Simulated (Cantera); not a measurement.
# Thermodynamics of carbothermic reduction, feed PbO + C + CO

A closed system holds: 1 mol PbO, a varied amount of C, 0.46 mol CO, held at 1323 K and 10000 Pa.

Equilibrium computed with Cantera from the NASA thermochemical tables; the gas is ideal and each condensed phase is pure. Candidate condensed phases: C, Pb, PbO, PbO₂, Pb₃O₄; 15 gas species. Equilibrium is a limit: real reactors are often held back by kinetics, nucleation or transport.

From 0.32 mol C to 0.9 mol C the condensed part is Pb(l). From 1.5 mol C to 5 mol C the condensed part is C(graphite) + Pb(l). The main Pb-bearing gas is Pb throughout.

```
n(C) (mol)   x CO     x CO₂    x Pb    x PbO    x Pb₂  n Pb(l)  n C(graphite)
----------  -----  --------  ------  -------  -------  -------  -------------
0.32        0.124     0.841  0.0352  4.51e-5  4.07e-6    0.972              0
0.9         0.894    0.0709  0.0352  5.26e-7  4.07e-6    0.950              0
1.5         0.964  0.000368  0.0352  2.53e-9  4.07e-6    0.947          0.501
2.1         0.964  0.000368  0.0352  2.53e-9  4.07e-6    0.947           1.10
2.6         0.964  0.000368  0.0352  2.53e-9  4.07e-6    0.947           1.60
3.2         0.964  0.000368  0.0352  2.53e-9  4.07e-6    0.947           2.20
3.8         0.964  0.000368  0.0352  2.53e-9  4.07e-6    0.947           2.80
4.4         0.964  0.000368  0.0352  2.53e-9  4.07e-6    0.947           3.40
5           0.964  0.000368  0.0352  2.53e-9  4.07e-6    0.947           4.00
```
x: gas mole fraction; n: condensed amount in mol.
